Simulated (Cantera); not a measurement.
## Catalytic combustion on Pt

An isothermal plug-flow reactor at 823 K and 1.50 bar (inlet), inlet velocity 1.6 m/s, active area per volume 1100 1/m; feed 0.243 % CO, 8.44 % O2, 91.3 % N2, equivalence ratio 0.014.

Cantera simulation using Deutschmann's 1995 Pt surface mechanism with GRI-Mech 3.0 gas chemistry; the numbers are that mechanism's predictions, not measurements. Catalytic surfaces can have several steady states; this one follows from the mechanism file's or the stated starting coverage. Mass transfer to the wall is taken as infinitely fast.

```csv
z (m),x CO,x O2,x H2O,x CO2,θ free Pt,θ O*
0.00016,0.00216,0.0843,<1e-12,0.000269,0.0564,0.943
0.0003,0.00196,0.0842,<1e-12,0.000466,0.0548,0.944
0.00058,0.00164,0.0840,<1e-12,0.000787,0.0525,0.947
0.0011,0.00121,0.0838,<1e-12,0.00121,0.0499,0.950
0.0022,0.000686,0.0836,<1e-12,0.00174,0.0472,0.953
0.0042,0.000266,0.0834,<1e-12,0.00216,0.0454,0.955
0.008,4.87e-5,0.0833,<1e-12,0.00238,0.0445,0.955
0.016,1.46e-6,0.0833,<1e-12,0.00243,0.0444,0.956
```
x: gas mole fraction; θ: surface coverage.
